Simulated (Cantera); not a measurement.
Input: 1 mol Si, 0.01 mol O₂, 4.1 mol H₂, equilibrated at 1273.15 K and 1.33 mbar.

Equilibrium computed with Cantera from the NASA thermochemical tables; the gas is ideal and each condensed phase is pure. Candidate condensed phases: H₂O, Si, SiO₂; 18 gas species. Mutual solubility and eutectic melting of coexisting phases are not modelled. The tables hold silica as quartz up to 1696 K and as liquid above; real silica turns to tridymite and cristobalite and melts near 1996 K. Equilibrium is a limit: real reactors are often held back by kinetics, nucleation or transport.

Base state: H₂ 0.997, SiO 0.00292, H 1.95e-5 (mole fractions); condensed: Si(s) + SiO₂(β-quartz).

What changes in the equilibrium state with this change: Si replaced by Ti?


```json
[
 {"species": "H₂", "before": "0.997", "after": "1.000"},
 {"species": "H", "before": "1.95e-5", "after": "1.96e-5"},
 {"species": "SiO", "before": "0.00292", "after": "0"},
 {"species": "Si(s), mol", "before": "0.984", "after": "0"},
 {"species": "SiO₂(β-quartz), mol", "before": "0.00399", "after": "0"},
 {"species": "Ti(β), mol", "before": "0", "after": "0.980"},
 {"species": "TiO(s), mol", "before": "0", "after": "0.0200"}
]
```
TiO: taken at fixed stoichiometry. Condensed phases not in the tables: N, O or C dissolved in the metal. Further candidate phases: Ti, TiO, TiO₂, Ti₂O₃, Ti₃O₅, Ti₄O₇.
